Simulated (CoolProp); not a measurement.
Vapour-liquid equilibrium of ethanol (1) + n-nonane (2) at 0.894 MPa; x and y are mole fractions of (1).

Computed with CoolProp (multi-fluid Helmholtz-energy mixture model, Schroeder 2014 and Lemmon 2006; pair parameters Bell 2016).

```tsv
x	bubble temperature, mixture model (K)	bubble temperature, Raoult's law (K)	y, mixture model	y, Raoult's law
0.05	499.6	510.0	0.373	0.323
0.125	468.7	489.7	0.656	0.568
0.2	452.2	475.7	0.764	0.700
0.275	443.0	465.1	0.815	0.782
0.35	437.4	456.7	0.844	0.837
0.425	433.7	449.8	0.863	0.876
0.5	431.1	444.0	0.877	0.906
0.575	429.0	439.0	0.888	0.929
0.65	427.2	434.7	0.900	0.948
0.725	425.5	430.8	0.913	0.963
0.8	423.9	427.3	0.929	0.975
0.875	422.2	424.1	0.949	0.986
0.95	420.5	421.3	0.976	0.995
```

The largest gap from Raoult's law is -23.5 K in bubble temperature, at x = 0.2. No azeotrope shows between x = 0.05 and 0.95.

The pair parameters rest on a limited set of measurements; away from them the model extrapolates. With so large a gap from Raoult's law the liquid may split in two, which this calculation doesn't test in full.
